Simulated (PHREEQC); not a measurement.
A solution holds 0.23 mol/kgw NH4Cl, 0.13 mol/kgw NaOH and 0.063 mol/kgw KCl, at 20 °C. Closed to the air; pH follows from the charge balance.

The numbers come from PHREEQC with the ion-association model, wateq4f.dat.

No solid was allowed to form.

Predict the pH, activity of water.

pH 9.65; activity of water 0.988.

In which forms is N present?

NH3 57 %, NH4+ 43 % of the N.

Species that the database lacks are ignored.
